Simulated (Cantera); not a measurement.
Input (Python, Cantera) and output of one run.

```python
import numpy as np
import cantera as ct

gas_names = """
    B BCL BCL2 BCL3 BH BH2 BH3 BN B2 CL CL2 H HCL H2 N NH NH2 NH3 N2 N2H2 N2H4
""".split()
cond_names = """
    B(b) B(L) BN(s) NH4CL(a) NH4CL(b)
""".split()


# ... load() reads the species with a 1 bar reference pressure and builds the phases ...
atoms = {
    'BCl3': {'B': 1, 'CL': 3},
    'NH3': {'N': 1, 'H': 3},
}
top_T = {'BN(s)': 3200}  # K; cautious upper limits of use, not melting points


# ... equilibrate(T, P, feed) seeds the gas with the atoms and calls Mixture.equilibrate('TP', solver="vcs", rtol=1e-11, max_steps=5000) ...
results = []
T = 1550  # K
P = 29  # Pa
for m in [2.1, 3.2, 4.3, 5.4, 6.4, 7.5, 8.6, 9.7, 11, 12, 13, 14]:
    feed = {'BCl3': 1, 'NH3': m}  # mol
    mix = equilibrate(T, P, feed)
    results.append((T, P, feed, dict(zip(mix.species_names, mix.species_moles))))

top = {s: max(r[3][s] / sum(r[3][g] for g in gas_names) for r in results) for s in gas_names}
cols = sorted((s for s in top if top[s] > 1e-05), key=lambda s: -top[s])[:8]
seen = [c for c in cond_names if any(r[3].get(c, 0) > 1e-12 for r in results)]
print("log10 of partial pressures in bar; condensed amounts in mol")
print(f"{'n(NH3)':>10s}" + "".join(f"{s[:9]:>10s}" for s in cols + seen))
for T, P, feed, n in results:
    ng = sum(n[g] for g in gas_names)
    print(f"{feed['NH3']:10.4g}" + "".join(f"{np.log10(max(n[s] / ng * P / 1e5, 1e-99)):10.3f}" for s in cols)
          + "".join(f"{n.get(c, 0):10.4g}" for c in seen))
```

Output:

```
log10 of partial pressures in bar; condensed amounts in mol
    n(NH3)        H2       HCL        N2         H        CL      BCL3       BCL      BCL2     BN(s)
       2.1    -4.034    -3.782    -4.510    -6.519    -6.365    -6.486    -6.736    -7.269    0.9899
       3.2    -3.889    -3.932    -4.365    -6.446    -6.588    -7.227    -7.032    -7.787    0.9957
       4.3    -3.826    -4.045    -4.303    -6.415    -6.732    -7.690    -7.207    -8.106     0.997
       5.4    -3.791    -4.134    -4.267    -6.397    -6.838    -8.029    -7.332    -8.338    0.9975
       6.4    -3.770    -4.202    -4.246    -6.387    -6.917    -8.274    -7.420    -8.505    0.9978
       7.5    -3.753    -4.266    -4.230    -6.379    -6.989    -8.499    -7.501    -8.658     0.998
       8.6    -3.742    -4.322    -4.218    -6.373    -7.051    -8.691    -7.569    -8.787    0.9981
       9.7    -3.732    -4.372    -4.209    -6.368    -7.105    -8.858    -7.627    -8.900    0.9981
        11    -3.724    -4.424    -4.201    -6.364    -7.161    -9.030    -7.688    -9.017    0.9982
        12    -3.719    -4.460    -4.196    -6.361    -7.200    -9.149    -7.729    -9.097    0.9983
        13    -3.714    -4.493    -4.191    -6.359    -7.236    -9.258    -7.767    -9.170    0.9983
        14    -3.711    -4.524    -4.187    -6.357    -7.269    -9.359    -7.802    -9.238    0.9983
```

Method: chemical equilibrium by Gibbs-energy minimisation in Cantera with the NASA 1993 tables (ideal gas, pure condensed phases). The tables' values for BCl, BCl2 are old estimates; treat these amounts as uncertain. Gases not in the tables: BHCl2.
